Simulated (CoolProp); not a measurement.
Saturation properties of R125 (Tc = 66.0 °C, pc = 36.18 bar, ω = 0.305).

Values from CoolProp's reference Helmholtz-energy equation of state, Lemmon 2005.

```tsv
T (°C)	p (bar)	liquid density (kg/m³)	vapour density (kg/m³)	vapour viscosity (µPa s)
-48.35	1.000	1515	6.708	9.70
-42.05	[?]	1492	8.902	9.97
-35.75	1.790	1468	11.62	10.2
-29.35	[?]	1444	15.02	10.5
-23.05	3.005	[?]	19.08	10.8
-16.65	3.816	1393	[?]	11.1
-10.35	4.768	1366	29.91	11.4
-4.05	5.888	1338	[?]	11.7
2.35	7.217	1309	45.34	[?]
8.65	8.734	[?]	55.22	12.4
14.95	10.48	[?]	66.95	12.8
```

Task: What belongs in the gaps?

Result: 
- -42.05, p (bar): 1.351
- -29.35, p (bar): 2.342
- -23.05, liquid density (kg/m³): 1419
- -16.65, vapour density (kg/m³): 24.05
- -4.05, vapour density (kg/m³): 36.90
- 2.35, vapour viscosity (µPa s): 12.0
- 8.65, liquid density (kg/m³): 1278
- 14.95, liquid density (kg/m³): 1246

It boils at -48.1 °C under 1 atm.

Viscosity comes from a separate model (Huber 2006).
